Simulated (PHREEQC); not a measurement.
A column of 0.5 m (30 cells, dispersivity 0.018 m, 60 s a shift, diffusion coefficient 3e-10 m²/s) holds 0.00045 eq of the database's cation exchanger X per kg of pore water, first in equilibrium with 0.018 mol KCl, 0.027 mol BaCl2 and 1e-05 mol HCl per kg of water. It is flushed with 0.37 mmol/kgw LiCl and 0.01 mmol/kgw HCl, at 15 °C. Values are for the last cell. CO2 from the air is kept out. Precipitation was switched off in this run.

Model: ion-association model, phreeqc.dat, run in PHREEQC.

```tsv
pore volumes	Li in solution (mol/kgw)	K in solution (mol/kgw)	Ba in solution (mol/kgw)	Cl in solution (mol/kgw)	KX on the exchanger (mol/kgw)	LiX on the exchanger (mol/kgw)
0	0	0.0180	0.0270	0.0720	8.55e-5	0
0.6833	3.54e-5	0.0163	0.0244	0.0651	8.18e-5	2.73e-8
1.35	0.000327	0.00195	?	0.00786	3.10e-5	7.93e-7
1.85	0.000351	0.000150	0.000183	0.000877	9.45e-6	3.39e-6
2.517	0.000351	?	1.04e-5	0.000388	1.61e-6	1.42e-5
3.183	?	4.98e-7	4.80e-6	0.000380	1.92e-7	?
3.683	0.000363	8.59e-8	3.68e-6	0.000380	3.78e-8	2.44e-5
4.35	0.000364	8.95e-9	?	0.000380	4.42e-9	?
5.017	0.000365	1.00e-9	2.42e-6	0.000380	5.40e-10	3.02e-5
```

Complete the blanks.


- 1.35, Ba in solution (mol/kgw): 0.00278
- 2.517, K in solution (mol/kgw): 6.11e-6
- 3.183, Li in solution (mol/kgw): 0.000360
- 3.183, LiX on the exchanger (mol/kgw): 2.13e-5
- 4.35, Ba in solution (mol/kgw): 2.89e-6
- 4.35, LiX on the exchanger (mol/kgw): 2.76e-5
